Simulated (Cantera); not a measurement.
A closed system holds: 1 mol Fe, 4.6 mol SO₂, 96 mol H₂, 8.3 mol CO, held at 0.00410 bar.

These are equilibrium values from Cantera (NASA tables, ideal gas, pure condensed phases), not measurements of a reactor. Candidate condensed phases: C, C₆H₆, C₇H₈, C₈H₁₈, Fe, Fe(CO)₅, FeO, Fe(OH)₂, Fe(OH)₃, FeS, FeSO₄, FeS₂, Fe₂O₃, Fe₂(SO₄)₃, Fe₃O₄, H₂O, H₂SO₄, S; 127 gas species. FeS: taken at fixed stoichiometry. Gases not in the tables: S₃ to S₇. Kinetics and transport are ignored. All values below are at 852 °C.

Base state: H₂ 0.805, H₂O 0.0815, CO 0.0728, H₂S 0.0339, CO₂ 0.00670, S₂ 0.000260, COS 9.69e-5, SH 3.21e-5 (mole fractions); condensed: FeS(s).

**Question.** What changes in the equilibrium state with this change: SO₂ from 4.6 to 0.15 mol?

**Answer.** 
| species | before | after |
|---|---|---|
| H₂ | 0.805 | 0.916 |
| CO | 0.0728 | 0.0794 |
| H₂O | 0.0815 | 0.00267 |
| H₂S | 0.0339 | 0.00143 |
| S₂ | 0.000260 | 3.58e-7 |
| CO₂ | 0.00670 | 0.000210 |
| SH | 3.21e-5 | 1.27e-6 |
| FeS(s), mol | 1.00 | 0 |
| Fe(α), mol | 0 | 1.00 |

**Question.** What changes in the equilibrium state with this change: H₂ from 96 to 10 mol?

**Answer.** 
```csv
species,before,after
H₂O,0.0815,0.243
CO₂,0.00670,0.237
CO,0.0728,0.194
H₂,0.805,0.181
S₂,0.000260,0.0431
H₂S,0.0339,0.0981
SO₂,1.41e-7,0.000320
S₂O,1.08e-8,2.37e-5
SO,6.30e-8,1.08e-5
"FeS(s), mol",1.00,1.00
```
